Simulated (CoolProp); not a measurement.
A Linde-Hampson liquefier for carbon monoxide: isothermal reversible compression at 230 K from 1 atm to 5 MPa, throttling to 1 atm, return gas leaving the recuperator 0 K below the feed. Each further row changes one setting.

Computed with CoolProp (reference Helmholtz-energy equation of state, Lemmon 2006). It is a short technical equation, of lower accuracy than the large ones.

```
case                        liquid yield per pass  compression work (kJ/kg of gas)
--------------------------  ---------------------  -------------------------------
as stated                                   0.057                              261
high pressure 10 MPa                        0.110                              ___
warm-end temperature 260 K                    ___                              ___
warm-end gap 5 K                              ___                              261
```

Complete the blanks.


- high pressure 10 MPa, compression work (kJ/kg of gas): 305
- warm-end temperature 260 K, liquid yield per pass: 0.041
- warm-end temperature 260 K, compression work (kJ/kg of gas): 298
- warm-end gap 5 K, liquid yield per pass: 0.043
